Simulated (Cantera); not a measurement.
## Reactions in the system C-Mg-O-S

Source: NASA polynomial tables (part measured, part estimated), evaluated in Cantera. Values are per mole of reaction as written; species without (g) are pure solids or liquids, kept so even where they would boil at 1 bar.

MgCO3 + SO2(g) = 4 O(g) + Mg + COS(g)

```json
[
 {"T (K)": "300", "ΔH° (kJ)": "2266.9", "ΔS° (J/K)": "594.5", "ΔG° (kJ)": "2088.6", "log10 K": "-363.64"},
 {"T (K)": "423", "ΔH° (kJ)": "2270.5", "ΔS° (J/K)": "604.8", "ΔG° (kJ)": "2014.7", "log10 K": "-248.78"},
 {"T (K)": "473", "ΔH° (kJ)": "2271.5", "ΔS° (J/K)": "607.0", "ΔG° (kJ)": "1984.4", "log10 K": "-219.14"},
 {"T (K)": "523", "ΔH° (kJ)": "2272.2", "ΔS° (J/K)": "608.4", "ΔG° (kJ)": "1954.0", "log10 K": "-195.15"},
 {"T (K)": "573", "ΔH° (kJ)": "2272.7", "ΔS° (J/K)": "609.4", "ΔG° (kJ)": "1923.6", "log10 K": "-175.35"},
 {"T (K)": "623", "ΔH° (kJ)": "2273.1", "ΔS° (J/K)": "609.9", "ΔG° (kJ)": "1893.1", "log10 K": "-158.72"},
 {"T (K)": "673", "ΔH° (kJ)": "2273.2", "ΔS° (J/K)": "610.1", "ΔG° (kJ)": "1862.6", "log10 K": "-144.56"},
 {"T (K)": "723", "ΔH° (kJ)": "2273.2", "ΔS° (J/K)": "610.1", "ΔG° (kJ)": "1832.1", "log10 K": "-132.36"},
 {"T (K)": "773", "ΔH° (kJ)": "2273.0", "ΔS° (J/K)": "609.9", "ΔG° (kJ)": "1801.6", "log10 K": "-121.74"}
]
```
